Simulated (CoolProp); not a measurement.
Vapour-liquid equilibrium of R125 (1) + dimethyl ether (2) at -89.25 °C; x and y are mole fractions of (1).

Model: multi-fluid Helmholtz-energy mixture model, Lemmon 2005 and Wu 2011; pair parameters Bell 2016, in CoolProp.

| x | bubble pressure, mixture model (MPa) | bubble pressure, Raoult's law (MPa) | y, mixture model | y, Raoult's law |
|---|---|---|---|---|
| 0.05 | 0.001936 | 0.002168 | 0.081 | 0.178 |
| 0.15 | … | 0.002754 | 0.248 | 0.421 |
| 0.25 | … | 0.003340 | 0.417 | 0.579 |
| 0.35 | … | 0.003926 | 0.580 | 0.690 |
| 0.45 | 0.003098 | 0.004512 | 0.721 | 0.771 |
| 0.55 | … | 0.005098 | 0.831 | 0.835 |
| 0.65 | 0.004493 | 0.005684 | 0.908 | 0.885 |
| 0.75 | 0.005413 | 0.006270 | … | 0.925 |
| 0.85 | 0.006401 | 0.006856 | 0.983 | 0.959 |
| 0.95 | … | 0.007442 | 0.997 | 0.987 |

Some entries are withheld; supply them.


- 0.15, bubble pressure, mixture model (MPa): 0.002092
- 0.25, bubble pressure, mixture model (MPa): 0.002317
- 0.35, bubble pressure, mixture model (MPa): 0.002642
- 0.55, bubble pressure, mixture model (MPa): 0.003712
- 0.75, y, mixture model: 0.956
- 0.95, bubble pressure, mixture model (MPa): 0.007335

The largest gap from Raoult's law is -32.7 % in bubble pressure, at x = 0.35. No azeotrope shows between x = 0.05 and 0.95.

The pair parameters rest on a limited set of measurements; away from them the model extrapolates.
